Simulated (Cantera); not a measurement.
Input: 1 mol PbO, 0.99 mol H2, 1.1 mol H2O, at 11.0 Pa.

Equilibrium computed with Cantera from the NASA thermochemical tables; the gas is ideal and each condensed phase is pure. Candidate condensed phases: H2O, Pb, PbO, PbO2, Pb3O4; 12 gas species. Kinetics and transport are ignored.

### Question
Which condensed phases are stable at each of these points (T (°C)): 502, 602, 702, 802, 902, 1002, 1102, 1202, 1302, 1402, 1502?

### Answer
| T (°C) | condensed phases | Pb condensed (%) |
|---|---|---|
| 502 | Pb(l) + PbO(yellow) | 100.0 |
| 602 | Pb(l) + PbO(yellow) | 98.7 |
| 702 | Pb(l) + PbO(yellow) | 80.7 |
| 802 | gas only | 0.0 |
| 902 | gas only | 0.0 |
| 1002 | gas only | 0.0 |
| 1102 | gas only | 0.0 |
| 1202 | gas only | 0.0 |
| 1302 | gas only | 0.0 |
| 1402 | gas only | 0.0 |
| 1502 | gas only | 0.0 |

From 502 °C to 702 °C the condensed part is Pb(l) + PbO(yellow). From 802 °C to 1502 °C nothing is condensed.
